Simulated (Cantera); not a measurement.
A perfectly stirred reactor is fed with 2.96 % CH₄, 95.3 % H₂, 1.72 % N₂, at 20.0 Torr; it is held at 2125 K, and followed from long to short residence time.

Model: GRI-Mech 3.0 (53 species, 325 reactions), integrated in Cantera. GRI-Mech 3.0 stops at C3 and has no aromatics, soot or wall deposition, so with more carbon than oxygen in the feed, carbon stays in small species such as C2H2 where larger ones or solid carbon would form. Radical loss at walls, strong at low pressure, is not modelled.

**Question.** Predict: x(CH₄) at τ = 2.70 s; x(H₂) at τ = 2.70 s; x(H) at τ = 2.70 s; x(C₂H₆) at τ = 2.70 s; x(C₂H) at τ = 2.70 s; x(CH₄) at τ = 38.0 ms; x(H₂) at τ = 38.0 ms; x(H) at τ = 38.0 ms; x(C₂H₆) at τ = 38.0 ms; x(C₂H) at τ = 38.0 ms.

**Answer.** 
| Quantity | Value |
|---|---|
| x(CH₄) at τ = 2.70 s | 0.000328 |
| x(H₂) at τ = 2.70 s | 0.949 |
| x(H) at τ = 2.70 s | 0.0196 |
| x(C₂H₆) at τ = 2.70 s | 1.66e-9 |
| x(C₂H) at τ = 2.70 s | 8.02e-6 |
| x(CH₄) at τ = 38.0 ms | 0.00603 |
| x(H₂) at τ = 38.0 ms | 0.955 |
| x(H) at τ = 38.0 ms | 0.0105 |
| x(C₂H₆) at τ = 38.0 ms | 3.09e-7 |
| x(C₂H) at τ = 38.0 ms | 3.28e-6 |
